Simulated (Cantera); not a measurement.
**Adiabatic ignition**

An adiabatic, constant-volume homogeneous reactor starts with 9.67 % CO, 0.387 % H₂, 7.83 % CH₄, 17.2 % O₂, 64.9 % N₂, equivalence ratio 1.2, at 1000 K and 4.05 atm.

Computed with Cantera and GRI-Mech 3.0 (53 species, 325 reactions).

```
t (s)     T (K)  P (bar)    x CO     x H₂   x CH₄    x CH₂O    x C₂H₆
--------  -----  -------  ------  -------  ------  --------  --------
8.00e-6    1000     4.10  0.0967  0.00387  0.0783  3.55e-12    <1e-12
3.71e-5    1000     4.10  0.0967  0.00387  0.0783  8.64e-11    <1e-12
0.000172   1000     4.10  0.0967  0.00387  0.0783   1.96e-9  2.65e-11
0.000800   1000     4.10  0.0967  0.00387  0.0783   4.99e-8   3.35e-9
0.00371    1000     4.10  0.0967  0.00387  0.0783   1.98e-6   5.87e-7
0.0172     1001     4.10  0.0967  0.00384  0.0783   2.74e-5   1.15e-5
0.0800     1009     4.14  0.0964  0.00370  0.0779  0.000191   9.80e-5
0.371      2906     12.0  0.0791   0.0157  <1e-12   6.01e-9    <1e-12
1.72       2906     12.0  0.0791   0.0157  <1e-12   6.01e-9    <1e-12
8.00       2906     12.0  0.0791   0.0157  <1e-12   6.01e-9    <1e-12
```
x: mole fraction; the columns are a selection and need not sum to one.

```json
{
  "time_of_steepest_temperature_rise": "0.185 s",
  "temperature at 8.00 s": "2906 K",
  "equilibrium_temperature": "2906 K",
  "x(CO) at 8.00 s": "0.0791 (gas-phase equilibrium 0.0791)",
  "x(H₂) at 8.00 s": "0.0157 (gas-phase equilibrium 0.0157)",
  "x(CH₄) at 8.00 s": "<1e-12 (gas-phase equilibrium <1e-12)"
}
```
